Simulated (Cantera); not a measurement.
An isothermal, constant-pressure homogeneous reactor starts with H2 : O2 : N2 = 0.65 : 1 : 4.7 (molar parts), at 750 K and 0.109 atm. Integrator tolerance rtol = 1e-08.

Model: GRI-Mech 3.0 (53 species, 325 reactions), integrated in Cantera. Radical loss at walls, strong at low pressure, is not modelled. Below about 950 K walls govern HO2 and H2O2 in real vessels. The temperature is held fixed by assumption; the heat of reaction is taken as removed at once.

### Question
What does this change do: temperature 750 to 1375 K?

### Answer
```json
[
 {"quantity": "x(H2) at 1.00 s", "before": "0.102 (gas-phase equilibrium <1e-12)", "after": "4.18e-7 (gas-phase equilibrium 2.99e-7)"},
 {"quantity": "x(O2) at 1.00 s", "before": "0.157 (gas-phase equilibrium 0.112)", "after": "0.112 (gas-phase equilibrium 0.112)"},
 {"quantity": "x(NO) at 1.00 s", "before": "<1e-12 (gas-phase equilibrium 5.86e-7)", "after": "1.36e-5 (gas-phase equilibrium 0.000458)"},
 {"quantity": "x(H) at 1.00 s", "before": "<1e-12 (gas-phase equilibrium <1e-12)", "after": "9.38e-9 (gas-phase equilibrium 5.69e-9)"},
 {"quantity": "x(H2O) at 1.00 s", "before": "2.05e-10 (gas-phase equilibrium 0.108)", "after": "0.108 (gas-phase equilibrium 0.108)"},
 {"quantity": "x(O) at 1.00 s", "before": "<1e-12 (gas-phase equilibrium <1e-12)", "after": "9.06e-7 (gas-phase equilibrium 6.46e-7)"},
 {"quantity": "x(HO2) at 1.00 s", "before": "4.79e-10 (gas-phase equilibrium 1.69e-12)", "after": "2.67e-8 (gas-phase equilibrium 2.74e-8)"}
]
```

### Question
What does this change do: temperature 750 to 1275 K?

### Answer
```csv
quantity,before,after
x(H2) at 1.00 s,0.102 (gas-phase equilibrium <1e-12),1.77e-7 (gas-phase equilibrium 5.40e-8)
x(O2) at 1.00 s,0.157 (gas-phase equilibrium 0.112),0.112 (gas-phase equilibrium 0.112)
x(NO) at 1.00 s,<1e-12 (gas-phase equilibrium 5.86e-7),8.76e-6 (gas-phase equilibrium 0.000245)
x(H) at 1.00 s,<1e-12 (gas-phase equilibrium <1e-12),3.06e-9 (gas-phase equilibrium 5.20e-10)
x(H2O) at 1.00 s,2.05e-10 (gas-phase equilibrium 0.108),0.108 (gas-phase equilibrium 0.108)
x(O) at 1.00 s,<1e-12 (gas-phase equilibrium <1e-12),3.76e-7 (gas-phase equilibrium 1.13e-7)
x(HO2) at 1.00 s,4.79e-10 (gas-phase equilibrium 1.69e-12),1.18e-8 (gas-phase equilibrium 1.10e-8)
```
